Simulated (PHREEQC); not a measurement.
Make-up at 25 °C: 0.041 mol/kgw K2CO3. Closed to the air; pH follows from the charge balance.

Model: ion-association model, wateq4f.dat, run in PHREEQC.

No solid was allowed to form.

Task: Estimate the pH, ionic strength.

Result: pH 11.23; ionic strength 0.121 mol/kgw.

Task: In which forms is C present?

Result: CO3-2 94 %, HCO3- 5.5 % of the C.
